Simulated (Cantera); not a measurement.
Input: 1 mol SiH₄, 4.1 mol CO₂, 2.3 mol N₂, held at 13.3 mbar.

Cantera equilibrium calculation (NASA polynomials, part measured and part estimated; ideal gas, pure solids and liquids). Candidate condensed phases: C, C₆H₆, C₇H₈, C₈H₁₈, H₂O, Si, SiC, SiO₂, Si₂N₂O, Si₃N₄; 151 gas species. The tables hold silica as quartz up to 1696 K and as liquid above; real silica turns to tridymite and cristobalite and melts near 1996 K. The numbers say what is thermodynamically allowed, not how fast it happens.

x: gas mole fraction; n: condensed amount in mol.

```
T (K)  x CO₂   x N₂    x CO   x H₂   x H₂O    x CH₄  n C(graphite)  n SiO₂(α-quartz)  n SiO₂(β-quartz)
-----  -----  -----  ------  -----  ------  -------  -------------  ----------------  ----------------
650    0.366  0.329  0.0263  0.143   0.128  0.00714           1.31              1.00                 0
700    0.340  0.312  0.0795  0.182  0.0825  0.00374          0.983              1.00                 0
750    0.271  0.289   0.191  0.201  0.0466  0.00172          0.412              1.00                 0
800    0.214  0.274   0.275  0.201     ___      ___              0              1.00                 0
850    0.205  0.274   0.284  0.193  0.0455  3.47e-5              0                 0              1.00
900    0.196  0.274   0.292  0.184  0.0538  4.57e-6              0                 0              1.00
950    0.188  0.274   0.300  0.176  0.0618  7.40e-7              0                 0              1.00
1000   0.181  0.274   0.307  0.169  0.0692  1.43e-7              0                 0              1.00
1050   0.174  0.274   0.314  0.162  0.0761  3.24e-8              0                 0              1.00
1100   0.168  0.274   0.321  0.156  0.0825      ___              0                 0              1.00
1150   0.162  0.274   0.326  0.150  0.0883  2.43e-9              0                 0              1.00
```

Problem. Fill in the missing entries.

Solution. 
- 1100, x CH₄: 8.37e-9
- 800, x H₂O: 0.0370
- 800, x CH₄: 0.000335
